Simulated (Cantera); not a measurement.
Input (Python, Cantera) and output of one run.

```python
import numpy as np
import cantera as ct

gas_names = """
    SO3 SiO
""".split()
cond_names = """
    Si(cr) Si(L) S(cr1) S(cr2) S(L)
""".split()


# ... load() reads the species with a 1 bar reference pressure and builds the phases ...
species = {s.name: s for s in load("nasa_gas.yaml", gas_names) + load("nasa_condensed.yaml", cond_names)}
# Each term lists the table entries of one substance; the one whose range holds T is used.
reactions = {
    '3 Si + SO3(g) = S + 3 SiO(g)':
        [(-3, ['Si(cr)', 'Si(L)']), (-1, ['SO3']), (1, ['S(cr1)', 'S(cr2)', 'S(L)']), (3, ['SiO'])],
}


def pick(names, T):
    return next(species[n] for n in names if species[n].thermo.min_temp <= T <= species[n].thermo.max_temp)


results = []
for label, terms in reactions.items():
    print(label)
    print("     T/K   dH/kJ  dS/(J/K)   dG/kJ   log10 K")
    for T in [300, 425, 475, 525, 575, 625, 675]:
        used = [(nu, pick(names, T)) for nu, names in terms]
        dH = sum(nu * s.thermo.h(T) for nu, s in used) / 1e6
        dS = sum(nu * s.thermo.s(T) for nu, s in used) / 1e3
        dG = dH - T * dS / 1e3
        logK = -dG * 1e6 / (ct.gas_constant * T * np.log(10))
        results.append((label, T, dH, dS, dG, logK, [s.name for _, s in used]))
        print(f"{T:8g} {dH:8.1f} {dS:8.1f} {dG:8.1f} {logK:8.2f}")
```

Output:

```
3 Si + SO3(g) = S + 3 SiO(g)
     T/K   dH/kJ  dS/(J/K)   dG/kJ   log10 K
     300     94.5    353.6    -11.6     2.02
     425     96.6    359.0    -56.0     6.88
     475     96.9    359.6    -74.0     8.13
     525     97.0    360.0    -91.9     9.15
     575     97.0    360.0   -109.9     9.99
     625     96.8    359.5   -127.9    10.69
     675     96.3    358.8   -145.9    11.29
```

Source: NASA polynomial tables (part measured, part estimated), evaluated in Cantera. Condensed species are held in their standard states even where they would react or evaporate.
